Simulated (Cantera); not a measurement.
# Chlorosilane synthesis and conversion: SiCl4 + Cl2 + H2

Charge: 1 mol SiCl4, 0.63 mol Cl2, a varied amount of H2, held at 625 K and 2850 Torr.

Equilibrium computed with Cantera from the NASA thermochemical tables; the gas is ideal and each condensed phase is pure. Candidate condensed phases: Si; 19 gas species. Rates play no part.

| n(H2) (mol) | log p H2 | log p SiCl4 | log p HCl | log p Cl2 | log p SiHCl3 | log p Cl |
|---|---|---|---|---|---|---|
| 0.26 | <-11 | 0.30 | 0.02 | -0.13 | <-11 | -7.35 |
| 0.47 | <-11 | 0.26 | 0.23 | -0.54 | <-11 | -7.55 |
| 0.83 | -0.51 | 0.19 | 0.29 | <-11 | -4.93 | <-11 |
| 1.5 | 0.02 | 0.08 | 0.18 | <-11 | -4.39 | <-11 |
| 2.6 | 0.25 | -0.05 | 0.05 | <-11 | -4.17 | <-11 |
| 4.6 | 0.38 | -0.21 | -0.11 | <-11 | -4.03 | <-11 |
| 8.2 | 0.47 | -0.41 | -0.31 | <-11 | -3.95 | <-11 |
| 15 | 0.52 | -0.64 | -0.54 | <-11 | -3.90 | <-11 |
log p: log10 of the partial pressure in bar; nothing condenses.

From 0.26 mol H2 to 15 mol H2 nothing is condensed. The main Si-bearing gas is SiCl4 throughout.
